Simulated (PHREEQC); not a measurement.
A made-up water analysis in mg/L, 25 °C, pH 6.51, pe -1.1: Na 0.00688; K 0.00466; Ca 0.0118; Mg 0.00152; Cl 0.0196; S(6) as SO4 0.00157; Alkalinity as HCO3 0.0351; F 3.18e-06; Fe(2) 0.000192; Si as SiO2 0.000326.

Valence states are taken as typed.

Computed with PHREEQC (ion-association model, phreeqc.dat).

The ionic strength comes out as 1.84e-6 mol/kgw and the charge-balance error comes out as -0.8 %.

| species | molality | activity | log γ |
|---|---|---|---|
| HCO3- | 8.52e-7 | 8.50e-7 | -0.001 |
| CO2 | 5.91e-7 | 5.91e-7 | 0.000 |
| Cl- | 5.53e-7 | 5.52e-7 | -0.001 |
| H+ | 3.10e-7 | 3.09e-7 | -0.001 |
| Na+ | 2.99e-7 | 2.99e-7 | -0.001 |
| Ca+2 | 2.94e-7 | 2.93e-7 | -0.003 |
| K+ | 1.19e-7 | 1.19e-7 | -0.001 |
| Mg+2 | 6.25e-8 | 6.21e-8 | -0.003 |

Precipitation was switched off in this run. SiF6-2 is the database's only silicon fluoride. Fluoro complexes past AlF4- and FeF3 are missing from the database.
